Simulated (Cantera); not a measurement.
**Diamond growth**

A diamond (100) surface in a fixed gas of H2 with x(CH4) = 0.003, x(H) = 0.0018, at 1025 K, 0.00987 atm; coverages are run to steady state.

Cantera simulation using the Harris–Goodwin 1993 mechanism for the reconstructed diamond (100) surface; the numbers are that mechanism's predictions, not measurements.

| x(CH3) | growth (µm/h) | θ c6HH | θ c6H* | θ c6*H | θ c6** | θ c6HM |
|---|---|---|---|---|---|---|
| 1e-06 | 0.00303 | 0.577 | 0.0205 | 0.391 | 0.0111 | 0.000137 |
| 2.3e-06 | 0.00696 | 0.577 | 0.0205 | 0.391 | 0.0110 | 0.000314 |
| 5.1e-06 | 0.0154 | 0.576 | 0.0205 | 0.391 | 0.0110 | 0.000696 |
| 1.2e-05 | 0.0362 | 0.576 | 0.0204 | 0.391 | 0.0110 | 0.00164 |
| 2.6e-05 | 0.0783 | 0.574 | 0.0204 | 0.390 | 0.0110 | 0.00353 |
| 6e-05 | 0.179 | 0.571 | 0.0202 | 0.387 | 0.0108 | 0.00808 |
| 0.00013 | 0.382 | 0.563 | 0.0200 | 0.382 | 0.0106 | 0.0172 |
| 0.00031 | 0.873 | 0.546 | 0.0193 | 0.369 | 0.0100 | 0.0394 |
| 0.00069 | 1.79 | 0.513 | 0.0181 | 0.346 | 0.00895 | 0.0810 |
θ: site fractions in the mechanism's names (c6HH fully hydrogenated, c6H* and c6*H radical sites, c6** diradical, c6HM methylated).
